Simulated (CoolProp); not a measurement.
Vapour-liquid equilibrium of R22 (1) + dimethyl ether (2) at 0.0464 MPa; x and y are mole fractions of (1).

Model: multi-fluid Helmholtz-energy mixture model, Kamei 1995 and Wu 2011; pair parameters Bell 2016, in CoolProp.

Q: Give the bubble temperature and the first vapour's composition at x = 0.2, 0.575, 0.725. Is there an azeotrope?

A: x = 0.2: -40.3 °C, y = 0.182; x = 0.575: -44.0 °C, y = 0.754; x = 0.725: -48.6 °C, y = 0.913. y crosses x between x = 0.2 and 0.275: the model has an azeotrope there.

The pair parameters rest on a limited set of measurements; away from them the model extrapolates.
